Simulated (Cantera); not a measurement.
Charge: 1 mol Si3N4, 2.1 mol H2O, 14 mol H2, held at 950 °C and 10000 Pa.

These are equilibrium values from Cantera (NASA tables, ideal gas, pure condensed phases), not measurements of a reactor. Candidate condensed phases: H2O, Si, SiO2, Si2N2O, Si3N4; 35 gas species. Mutual solubility and eutectic melting of coexisting phases are not modelled. The tables hold silica as quartz up to 1696 K and as liquid above; real silica turns to tridymite and cristobalite and melts near 1996 K. The numbers say what is thermodynamically allowed, not how fast it happens.

Base state: H2 0.958, N2 0.0416, H2O 5.72e-5 (mole fractions); condensed: SiO2(β-quartz) + Si2N2O(s).

Question: What changes in the equilibrium state with this change: 2 mol NH3 added?

Answer: 
```
species               before    after
-------------------  -------  -------
H2                     0.958    0.918
N2                    0.0416   0.0817
H2O                  5.72e-5  6.86e-5
SiO2(β-quartz), mol    0.399    0.399
Si2N2O(s), mol          1.30     1.30
```
